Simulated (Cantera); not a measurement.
A perfectly stirred reactor is fed with H₂ : O₂ : N₂ = 0.41 : 1 : 7.3 (molar parts), equivalence ratio 0.20, at 0.434 atm; it is held at 1250 K, and followed from long to short residence time.

Detailed kinetics in Cantera: GRI-Mech 3.0 (53 species, 325 reactions). The temperature is held fixed by assumption; the heat of reaction is taken as removed at once.

Q: What does this change do: temperature 1250 to 773 K?

A: 
```json
[
 {"quantity": "x(H₂) at τ = 1.10 s", "before": "4.09e-5", "after": "0.0471"},
 {"quantity": "x(O₂) at τ = 1.10 s", "before": "0.0934", "after": "0.115"},
 {"quantity": "x(N₂O) at τ = 1.10 s", "before": "6.06e-7", "after": "<1e-12"},
 {"quantity": "x(H) at τ = 1.10 s", "before": "2.12e-6", "after": "<1e-12"},
 {"quantity": "x(NO) at τ = 1.10 s", "before": "5.30e-7", "after": "<1e-12"},
 {"quantity": "x(H₂) at τ = 14.0 ms", "before": "0.000640", "after": "0.0471"},
 {"quantity": "x(O₂) at τ = 14.0 ms", "before": "0.0933", "after": "0.115"},
 {"quantity": "x(N₂O) at τ = 14.0 ms", "before": "2.50e-7", "after": "<1e-12"},
 {"quantity": "x(H) at τ = 14.0 ms", "before": "0.000164", "after": "<1e-12"},
 {"quantity": "x(NO) at τ = 14.0 ms", "before": "3.63e-7", "after": "<1e-12"}
]
```
Below about 950 K walls govern HO2 and H2O2 in real vessels.

Q: What does this change do: temperature 1250 to 950 K?

A: 
```
quantity                 before     after
---------------------  --------  --------
x(H₂) at τ = 1.10 s     4.09e-5   0.00215
x(O₂) at τ = 1.10 s      0.0934    0.0944
x(N₂O) at τ = 1.10 s    6.06e-7   6.53e-8
x(H) at τ = 1.10 s      2.12e-6   9.35e-7
x(NO) at τ = 1.10 s     5.30e-7  7.29e-10
x(H₂) at τ = 14.0 ms   0.000640   0.00738
x(O₂) at τ = 14.0 ms     0.0933    0.0967
x(N₂O) at τ = 14.0 ms   2.50e-7   1.97e-8
x(H) at τ = 14.0 ms    0.000164   6.42e-5
x(NO) at τ = 14.0 ms    3.63e-7   1.06e-8
```
